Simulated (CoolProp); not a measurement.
C3F8 (R218) at 298.15 K and 0.518 MPa is throttled through a valve to 0.251 MPa with no heat exchange. Each further row changes one setting.

Values from CoolProp's reference Helmholtz-energy equation of state, Lemmon 2006. It is a short technical equation, of lower accuracy than the large ones.

```json
[
 {"case": "as stated", "temperature change (K)": "[?]", "final density (kg/m³)": "[?]"},
 {"case": "outlet pressure 0.0753 MPa", "temperature change (K)": "[?]", "final density (kg/m³)": "[?]"},
 {"case": "outlet pressure 0.326 MPa", "temperature change (K)": "[?]", "final density (kg/m³)": "[?]"}
]
```

Fill in the missing entries.


- as stated, temperature change (K): -4.0
- as stated, final density (kg/m³): 20.5
- outlet pressure 0.0753 MPa, temperature change (K): -6.4
- outlet pressure 0.0753 MPa, final density (kg/m³): 5.94
- outlet pressure 0.326 MPa, temperature change (K): -2.9
- outlet pressure 0.326 MPa, final density (kg/m³): 27.0
